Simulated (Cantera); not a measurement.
Feed: 1 mol C, 1.1 mol O2, 66 mol H2, at 402 °C and 0.133 bar.

Equilibrium computed with Cantera from the NASA thermochemical tables; the gas is ideal and each condensed phase is pure. Candidate condensed phases: C, C6H6, C7H8, C8H18, H2O; 110 gas species. Rates play no part.

### Question
What is the equilibrium state?

### Answer
```json
{
 "x(H2)": "0.951",
 "x(H2O)": "0.0338",
 "x(CH4)": "0.0154",
 "x(CO)": "2.31e-6",
 "gas_amount": "65.00 mol",
 "log10 activity of C(graphite) (absent)": "-2.06"
}
```
